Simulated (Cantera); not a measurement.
**Fluorocarbon and chlorocarbon gases: CHF3 + CH4 + H2**

A closed system holds: 1 mol CHF3, 0.048 mol CH4, 3.6 mol H2, equilibrated at 2323.15 K and 10.0 Torr.

Cantera equilibrium calculation (NASA polynomials, part measured and part estimated; ideal gas, pure solids and liquids). Candidate condensed phases: C, C6H6, C7H8, C8H18; 95 gas species. The numbers say what is thermodynamically allowed, not how fast it happens.

```json
{
  "x(HF)": "0.510",
  "x(H2)": "0.426",
  "x(H)": "0.0616",
  "x(C2H2 (acetylene))": "0.00206",
  "x(F)": "9.40e-5",
  "x(C2H)": "1.43e-5",
  "x(C4H2)": "4.10e-6",
  "x(C3)": "1.92e-6",
  "x(CF)": "1.70e-6",
  "n(C(graphite))": "1.02 mol",
  "gas_amount": "5.877 mol"
}
```
